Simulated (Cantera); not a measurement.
Charge: 1 mol HMDSO, 7.8 mol H₂O, 57 mol H₂, 0.15 mol O₂, at 525 °C and 1.00 mbar.

Method: chemical equilibrium by Gibbs-energy minimisation in Cantera with the NASA 1993 tables (ideal gas, pure condensed phases). The feed counts by its element totals alone. The numbers say what is thermodynamically allowed, not how fast it happens.

| species | before | after |
|---|---|---|
| H₂ | 0.934 | 0.999 |
| CH₄ | 0.00121 | 0.00138 |
| CO | 0.0626 | 1.16e-8 |
| H₂O | 0.00143 | <1e-9 |
| CO₂ | 0.000411 | <1e-9 |
| C(graphite), mol | 0.950 | 4.81 |
| SiO₂(α-quartz), mol | 2.00 | 0.900 |
| SiC(s), mol | 0 | 1.10 |
Gas species are given as mole fractions.

**Question.** Name the change that produced these shifts.
A. H₂ from 57 to 0.67 mol
B. temperature from 525 °C to 1425 °C
C. H₂O from 7.8 to 0.5 mol
D. temperature from 525 °C to 552 °C

**Answer.** C, H₂O from 7.8 to 0.5 mol
